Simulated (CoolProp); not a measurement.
Vapour-liquid equilibrium of m-xylene (1) + o-xylene (2) at 0.0818 MPa; x and y are mole fractions of (1).

Values from CoolProp's multi-fluid Helmholtz-energy mixture model, Zhou 2012 and Zhou 2012; pair parameters Bell 2016.

```csv
x,"bubble temperature, mixture model (K)","bubble temperature, Raoult's law (K)","y, mixture model","y, Raoult's law"
0.05,409.4,409.3,0.056,0.057
0.2,408.6,408.5,0.223,0.224
0.35,407.7,407.7,0.383,0.384
0.5,406.9,406.9,0.536,0.536
0.65,406.1,406.2,0.682,0.682
0.8,405.3,405.4,0.821,0.822
0.95,404.6,404.7,0.956,0.956
```

The largest gap from Raoult's law is +0.1 K in bubble temperature, at x = 0.2. No azeotrope shows between x = 0.05 and 0.95.

Pair parameters are fitted to limited data, so mixtures are less certain than the pure fluids.
